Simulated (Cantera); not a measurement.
A closed system holds: 1 mol CF₄, 0.86 mol H₂, at 527 °C and 13.3 mbar.

Equilibrium computed with Cantera from the NASA thermochemical tables; the gas is ideal and each condensed phase is pure. Candidate condensed phases: C, C₆H₆, C₇H₈, C₈H₁₈; 95 gas species. Condensed phases not in the tables: fluorocarbon polymer. Gases not in the tables: C₂F₆ and larger saturated fluorocarbons. Equilibrium is a limit: real reactors are often held back by kinetics, nucleation or transport.

Base state: HF 0.751, CF₄ 0.249 (mole fractions); condensed: C(graphite).

Task: What changes in the equilibrium state with this change: H₂ from 0.86 to 3.9 mol?

Result: 
| species | before | after |
|---|---|---|
| HF | 0.751 | 0.679 |
| H₂ | <1e-9 | 0.319 |
| CH₄ | <1e-9 | 0.00182 |
| CF₄ | 0.249 | <1e-9 |
| C(graphite), mol | 0.430 | 0.989 |
